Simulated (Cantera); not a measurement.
**Stirred combustor or abatement burner**

A perfectly stirred reactor is fed with 8.83 % CH4, 2.12 % CO, 18.7 % O2, 70.3 % N2, equivalence ratio 1.0, at 10.0 bar; it is adiabatic with a 375 K inlet, and is followed from long to short residence time, starting on the burning branch (τ in s: 0.35, 0.15, 0.063, 0.027, 0.011, 0.0049, 0.0021, 0.00088, 0.00038, 0.00016, 6.8e-05, 2.9e-05).

Detailed kinetics in Cantera: GRI-Mech 3.0 (53 species, 325 reactions).

```csv
τ (s),T (K),x CH4,x CO,x O2,x OH,x HCO
0.35,2325,2.39e-7,0.00762,0.00346,0.00215,3.21e-9
0.15,2325,5.49e-7,0.00765,0.00354,0.00217,4.32e-9
0.063,2324,1.27e-6,0.00774,0.00371,0.00221,7.02e-9
0.027,2323,2.80e-6,0.00797,0.00399,0.00229,1.32e-8
0.011,2318,6.26e-6,0.00851,0.00449,0.00244,2.90e-8
0.0049,2309,1.24e-5,0.00945,0.00518,0.00264,6.18e-8
0.0021,2293,2.41e-5,0.0110,0.00625,0.00296,1.39e-7
0.00088,2268,4.63e-5,0.0134,0.00780,0.00340,3.24e-7
0.00038,2236,8.63e-5,0.0165,0.00984,0.00390,7.35e-7
0.00016,2191,0.000168,0.0207,0.0127,0.00441,1.71e-6
6.8e-5,2131,0.000347,0.0263,0.0167,0.00472,3.94e-6
2.9e-5,2038,0.000905,0.0355,0.0238,0.00418,9.18e-6
```
x: mole fraction; the columns are a selection and need not sum to one.
